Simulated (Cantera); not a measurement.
Premixed flame

A freely propagating, adiabatic, planar premixed flame of H2 : O2 : N2 : H2O = 1 : 0.962 : 3.62 : 0.89 (molar parts), equivalence ratio 0.52, unburnt at 423 K and 100.0 Torr; multicomponent transport, grid criteria slope 0.08 and curve 0.16, no radiation.

Model: the H2/O2 subset of GRI-Mech 3.0, which has no nitrogen chemistry, integrated in Cantera. Burning velocities carry a grid error of a few per cent, more on coarse grids. Lean hydrogen flames are cellular in practice and burn faster than this planar one.

```json
[
 {"z (mm)": "-13.5", "T (K)": "423", "u (m/s)": "0.991", "x H2": "0.154", "x O2": "0.149", "x H2O": "0.138", "x H2O2": "<1e-8", "x O": "<1e-8", "x HO2": "<1e-8"},
 {"z (mm)": "-8.99", "T (K)": "423", "u (m/s)": "0.990", "x H2": "0.154", "x O2": "0.149", "x H2O": "0.138", "x H2O2": "<1e-8", "x O": "<1e-8", "x HO2": "1.62e-8"},
 {"z (mm)": "-6.74", "T (K)": "423", "u (m/s)": "0.989", "x H2": "0.153", "x O2": "0.149", "x H2O": "0.138", "x H2O2": "2.93e-8", "x O": "<1e-8", "x HO2": "1.50e-7"},
 {"z (mm)": "-4.50", "T (K)": "425", "u (m/s)": "0.988", "x H2": "0.148", "x O2": "0.150", "x H2O": "0.139", "x H2O2": "5.73e-7", "x O": "2.53e-8", "x HO2": "2.95e-6"},
 {"z (mm)": "-2.25", "T (K)": "490", "u (m/s)": "1.11", "x H2": "0.123", "x O2": "0.151", "x H2O": "0.148", "x H2O2": "2.25e-5", "x O": "5.68e-6", "x HO2": "0.000125"},
 {"z (mm)": "-1.12", "T (K)": "710", "u (m/s)": "1.58", "x H2": "0.0903", "x O2": "0.143", "x H2O": "0.177", "x H2O2": "1.30e-5", "x O": "0.000137", "x HO2": "7.68e-5"},
 {"z (mm)": "0", "T (K)": "980", "u (m/s)": "2.15", "x H2": "0.0503", "x O2": "0.121", "x H2O": "0.225", "x H2O2": "1.97e-6", "x O": "0.00153", "x HO2": "3.58e-5"},
 {"z (mm)": "1.12", "T (K)": "1171", "u (m/s)": "2.56", "x H2": "0.0214", "x O2": "0.0971", "x H2O": "0.268", "x H2O2": "2.04e-6", "x O": "0.00371", "x HO2": "2.10e-5"},
 {"z (mm)": "2.25", "T (K)": "1279", "u (m/s)": "2.79", "x H2": "0.0108", "x O2": "0.0865", "x H2O": "0.286", "x H2O2": "1.91e-6", "x O": "0.00430", "x HO2": "1.55e-5"},
 {"z (mm)": "4.50", "T (K)": "1385", "u (m/s)": "3.02", "x H2": "0.00641", "x O2": "0.0816", "x H2O": "0.297", "x H2O2": "1.16e-6", "x O": "0.00348", "x HO2": "1.13e-5"},
 {"z (mm)": "8.99", "T (K)": "1467", "u (m/s)": "3.18", "x H2": "0.00377", "x O2": "0.0797", "x H2O": "0.304", "x H2O2": "5.82e-7", "x O": "0.00204", "x HO2": "7.75e-6"},
 {"z (mm)": "18.0", "T (K)": "1516", "u (m/s)": "3.28", "x H2": "0.00168", "x O2": "0.0789", "x H2O": "0.309", "x H2O2": "2.89e-7", "x O": "0.000896", "x HO2": "4.41e-6"},
 {"z (mm)": "36.0", "T (K)": "1538", "u (m/s)": "3.32", "x H2": "0.000579", "x O2": "0.0789", "x H2O": "0.312", "x H2O2": "1.39e-7", "x O": "0.000308", "x HO2": "1.92e-6"}
]
```
x: mole fraction of selected species; z is measured from the peak of heat release.

The laminar burning velocity is 99.1 cm/s. The thermal thickness is 4.50 mm, the peak x(H2O2) comes out as 2.41e-5 and the peak x(O) is 0.00431. The peak x(HO2) is 0.000128. The grid points is 106.
